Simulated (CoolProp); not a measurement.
Model: reference Helmholtz-energy equation of state, Zhou 2014, in CoolProp.

Q: For cyclohexane, give the phase and the cv (kJ/(kg K)), viscosity (µPa s) at 368.1 K and 0.483 MPa; 401.7 K and 0.483 MPa; 426.9 K and 0.483 MPa.

A: 
- 368.1 K and 0.483 MPa: liquid; cv 1.67, viscosity 352
- 401.7 K and 0.483 MPa: liquid; cv 1.82, viscosity 249
- 426.9 K and 0.483 MPa: gas; cv 1.86, viscosity 9.72

Viscosity comes from a separate model (Tariq 2014).
